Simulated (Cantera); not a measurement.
Feed: 1 mol Si₃N₄, 5.8 mol F₂, 8.7 mol H₂, equilibrated at 1098 K and 1.90 mbar.

Equilibrium computed with Cantera from the NASA thermochemical tables; the gas is ideal and each condensed phase is pure. Candidate condensed phases: Si, Si₃N₄; 37 gas species. The tables' values for SiF₃ are old estimates; treat these amounts as uncertain. The numbers say what is thermodynamically allowed, not how fast it happens.

Base state: H₂ 0.641, SiF₄ 0.213, N₂ 0.143, HF 0.00183, SiHF₃ 0.000696, SiF₃ 0.000435 (mole fractions); condensed: Si₃N₄(s).

Problem. What changes in the equilibrium state with this change: pressure from 1.90 mbar to 0.133 bar?

Solution. 
```
species          before     after
-------------  --------  --------
H₂                0.641     0.642
SiF₄              0.213     0.213
N₂                0.143     0.143
HF              0.00183   0.00128
SiF₃           0.000435   7.41e-5
SiHF₃          0.000696  0.000992
Si₃N₄(s), mol    0.0341    0.0336
```
